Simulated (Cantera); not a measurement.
Feed: 1 mol V2O3, 33 mol H2, 0.24 mol H2O, equilibrated at 1.30 mbar.

Equilibrium computed with Cantera from the NASA thermochemical tables; the gas is ideal and each condensed phase is pure. Candidate condensed phases: H2O, V, VO, V2O3, V2O4, V2O5; 12 gas species. Mutual solubility and eutectic melting of coexisting phases are not modelled. VO: taken at fixed stoichiometry. Condensed phases not in the tables: the oxides between V2O3 and V2O5 other than VO2. The numbers say what is thermodynamically allowed, not how fast it happens.

Problem. What share of the V ends up in condensed phases as a function of T (K), at 1048, 1198, 1348, 1498, 1648, 1798, 1948, 2098, 2248?

Solution. 
| T (K) | V condensed (%) | as |
|---|---|---|
| 1048 | 100.0 | V2O3(s) |
| 1198 | 100.0 | V2O3(s) |
| 1348 | 100.0 | V2O3(s) |
| 1498 | 100.0 | V2O3(s) |
| 1648 | 100.0 | VO(s) + V2O3(s) |
| 1798 | 99.4 | VO(s) + V2O3(s) |
| 1948 | 91.3 | VO(s) + V2O3(s) |
| 2098 | 55.6 | VO(l) |
| 2248 | 0.0 | - |
